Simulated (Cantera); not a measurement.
A closed system holds: 1 mol Si, 0.021 mol O2, 330 mol N2, 0.11 mol CO2, at 10.0 mbar.

Equilibrium computed with Cantera from the NASA thermochemical tables; the gas is ideal and each condensed phase is pure. Candidate condensed phases: C, Si, SiC, SiO2, Si2N2O, Si3N4; 34 gas species. N2 is the only nitrogen source here; it is nearly inert below about 1500 K, so the nitride shown seldom forms there in practice. Mutual solubility and eutectic melting of coexisting phases are not modelled. Equilibrium is a limit: real reactors are often held back by kinetics, nucleation or transport.

Question: What share of the Si ends up in condensed phases as a function of T (°C), at 952, 1027, 1102, 1177, 1252, 1327, 1402, 1477, 1552, 1627?

Answer: 
| T (°C) | Si condensed (%) | as |
|---|---|---|
| 952 | 100.0 | Si2N2O(s) + Si3N4(s) |
| 1027 | 100.0 | Si2N2O(s) + Si3N4(s) |
| 1102 | 100.0 | SiC(s) + Si2N2O(s) + Si3N4(s) |
| 1177 | 99.9 | SiC(s) + Si2N2O(s) + Si3N4(s) |
| 1252 | 99.0 | Si2N2O(s) + Si3N4(s) |
| 1327 | 91.4 | Si2N2O(s) + Si3N4(s) |
| 1402 | 84.4 | Si3N4(s) |
| 1477 | 76.4 | SiC(s) + Si3N4(s) |
| 1552 | 58.4 | Si(l) + SiC(s) |
| 1627 | 28.5 | Si(l) + SiC(s) |
